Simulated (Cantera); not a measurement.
A Cantera script and its output.

```python
import numpy as np
import cantera as ct

gas = ct.Solution("gri30.yaml")
gas.TPX = 1623, 25000, {'CH4': 1, 'O2': 2.99, 'N2': 9.25}
reactor = ct.IdealGasConstPressureReactor(gas, energy="on", clone=False)
net = ct.ReactorNet([reactor])
net.rtol, net.atol = 1e-08, 1e-16
show = ['CH4', 'O2', 'CH2CO', 'H2', 'OH']
times = np.geomspace(2e-06, 0.2, 12)

steps = ct.SolutionArray(gas, extra=["t"])
rows = []
print(f"{'t/s':>10s}{'T/K':>9s}{'P/Pa':>11s}" + "".join(f"{s:>11s}" for s in show))
for t in times:
    while net.time < t:
        t_next = net.step()
        steps.append(gas.state, t=t_next)
    rows.append([np.interp(t, steps.t, y) for y in (steps.T, steps.P, *steps(*show).X.T)])
    print(f"{t:10.3e}{rows[-1][0]:9.1f}{rows[-1][1]:11.4g}" + "".join(f"{x:11.3e}" for x in rows[-1][2:]))
rate = np.gradient(steps.T, steps.t)
print("integrator steps:", len(steps.t))
if steps.T.max() > steps.T[0] + 200:
    print(f"time of steepest temperature rise: {steps.t[rate.argmax()]:.4e} s")
gas.TPX = 1623, 25000, {'CH4': 1, 'O2': 2.99, 'N2': 9.25}
gas.equilibrate("HP")
print(f"equilibrium (HP): T = {gas.T:.1f} K  " + "  ".join(f"{s} {gas[s].X[0]:.3e}" for s in show))
```

It prints:

```
       t/s      T/K       P/Pa        CH4         O2      CH2CO         H2         OH
 2.000e-06   1623.0    2.5e+04  7.553e-02  2.258e-01  6.411e-22  3.660e-08  2.488e-08
 5.696e-06   1623.0    2.5e+04  7.553e-02  2.258e-01  4.280e-19  1.574e-07  6.705e-08
 1.622e-05   1623.0    2.5e+04  7.552e-02  2.258e-01  1.454e-16  5.298e-07  9.379e-08
 4.620e-05   1623.0    2.5e+04  7.552e-02  2.258e-01  3.007e-14  1.703e-06  1.549e-07
 1.316e-04   1622.9    2.5e+04  7.548e-02  2.258e-01  7.453e-12  6.288e-06  3.914e-07
 3.748e-04   1623.1    2.5e+04  7.516e-02  2.256e-01  4.947e-09  4.356e-05  1.876e-06
 1.067e-03   2118.8    2.5e+04  1.151e-02  1.466e-01  5.856e-04  2.802e-02  3.647e-03
 3.040e-03   2589.7    2.5e+04  1.203e-17  7.665e-02  1.421e-19  9.763e-03  2.544e-02
 8.658e-03   2616.1    2.5e+04  1.498e-17  7.384e-02  1.583e-19  9.129e-03  2.456e-02
 2.466e-02   2611.4    2.5e+04  1.517e-17  7.112e-02  1.562e-19  9.102e-03  2.400e-02
 7.022e-02   2610.6    2.5e+04  1.520e-17  7.067e-02  1.559e-19  9.097e-03  2.390e-02
 2.000e-01   2610.6    2.5e+04  1.520e-17  7.067e-02  1.559e-19  9.097e-03  2.390e-02
integrator steps: 1673
time of steepest temperature rise: 1.0724e-03 s
equilibrium (HP): T = 2610.6 K  CH4 2.172e-17  O2 7.067e-02  CH2CO 1.741e-19  H2 9.097e-03  OH 2.390e-02
```

Detailed kinetics in Cantera: GRI-Mech 3.0 (53 species, 325 reactions).
